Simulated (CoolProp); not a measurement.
A simple Rankine cycle with cyclopentane: condensing at 321.15 K, boiler at 2.17 MPa, turbine inlet 475 K, turbine efficiency 0.9, pump efficiency 0.7, no recuperator. Each further row changes one setting.

Model: reference Helmholtz-energy equation of state, Gedanitz 2015, in CoolProp.

```csv
case,thermal efficiency (%),net work (kJ/kg),heat in (kJ/kg),turbine exit temperature (K),volume ratio over the turbine
as stated,…,121,598,380.2,23.8
turbine inlet 495 K,20.2,130,647,403.8,22.9
condensing temperature 313.15 K,…,132,614,373.2,30.9
boiler pressure 1.52 MPa,18.5,115,…,396.3,15.4
turbine efficiency 0.8,17.9,…,598,388.8,24.4
```

### Question
Complete the blanks.

### Answer

- as stated, thermal efficiency (%): 20.3
- condensing temperature 313.15 K, thermal efficiency (%): 21.5
- boiler pressure 1.52 MPa, heat in (kJ/kg): 618
- turbine efficiency 0.8, net work (kJ/kg): 107
